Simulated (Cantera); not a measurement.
Cantera run, input and output.

```python
import numpy as np
import cantera as ct

gas = ct.Solution("gri30.yaml")
gas.TPX = 525, 32000, {'C3H8': 1, 'O2': 3.85, 'N2': 10}
inlet = ct.Reservoir(gas, clone=True)
gas.equilibrate("HP")  # start burning
reactor = ct.IdealGasConstPressureReactor(gas, energy="on", clone=False)
exhaust = ct.Reservoir(gas, clone=True)
tau = [0.044, 0.024, 0.013, 0.0069, 0.0037, 0.002, 0.0011, 0.00058, 0.00031, 0.00017, 9.2e-05, 4.9e-05, 2.7e-05][0]
for a, b in ((inlet, reactor), (reactor, exhaust)):
    ct.MassFlowController(a, b, mdot=lambda t: reactor.mass / tau)
net = ct.ReactorNet([reactor])
show = ['C3H8', 'O2', 'CH2', 'CH4', 'C2H', 'HO2', 'HCO']

rows = []
print(f"{'tau/s':>10s}{'T/K':>9s}" + "".join(f"{s:>11s}" for s in show))
for tau in [0.044, 0.024, 0.013, 0.0069, 0.0037, 0.002, 0.0011, 0.00058, 0.00031, 0.00017, 9.2e-05, 4.9e-05, 2.7e-05]:
    net.initial_time = 0.0
    net.advance(30 * tau)
    before = gas.X
    net.advance(40 * tau)
    drift = np.max(np.abs(gas.X - before) / (gas.X + 1e-9))
    rows.append([gas.T, *gas[show].X, drift])
    print(f"{tau:10.3e}{gas.T:9.1f}" + "".join(f"{x:11.3e}" for x in gas[show].X))
```

It prints:

```
     tau/s      T/K       C3H8         O2        CH2        CH4        C2H        HO2        HCO
 4.400e-02   2477.4  3.349e-07  2.978e-03  5.751e-07  1.084e-06  4.287e-08  5.754e-07  2.518e-07
 2.400e-02   2464.0  5.887e-07  3.361e-03  9.561e-07  1.712e-06  6.959e-08  6.159e-07  4.215e-07
 1.300e-02   2446.3  1.035e-06  3.872e-03  1.565e-06  2.654e-06  1.108e-07  6.664e-07  7.303e-07
 6.900e-03   2425.0  1.854e-06  4.512e-03  2.581e-06  4.165e-06  1.777e-07  7.286e-07  1.312e-06
 3.700e-03   2403.3  3.316e-06  5.225e-03  4.257e-06  6.635e-06  2.864e-07  8.054e-07  2.362e-06
 2.000e-03   2383.1  5.971e-06  6.026e-03  7.131e-06  1.092e-05  4.726e-07  9.143e-07  4.263e-06
 1.100e-03   2364.8  1.077e-05  7.008e-03  1.209e-05  1.853e-05  7.968e-07  1.096e-06  7.634e-06
 5.800e-04   2343.8  2.078e-05  8.590e-03  2.185e-05  3.437e-05  1.449e-06  1.502e-06  1.437e-05
 3.100e-04   2315.3  4.117e-05  1.133e-02  3.985e-05  6.688e-05  2.690e-06  2.517e-06  2.690e-05
 1.700e-04   2267.0  8.553e-05  1.645e-02  7.187e-05  1.390e-04  4.983e-06  5.539e-06  4.960e-05
 9.200e-05   2149.8  2.291e-04  2.914e-02  1.313e-04  3.839e-04  9.219e-06  2.034e-05  9.441e-05
 4.900e-05    525.0  6.734e-02  2.593e-01  4.832e-33 -9.130e-17 -1.148e-43 -1.932e-18 -1.239e-32
 2.700e-05    525.0  6.734e-02  2.593e-01 -7.065e-35 -4.165e-20  1.164e-49  5.281e-20 -5.537e-36
```

Computed with Cantera and GRI-Mech 3.0 (53 species, 325 reactions). GRI-Mech 3.0 was tuned for natural gas; its chemistry of propane as a main component is partial and can be far from experiment.
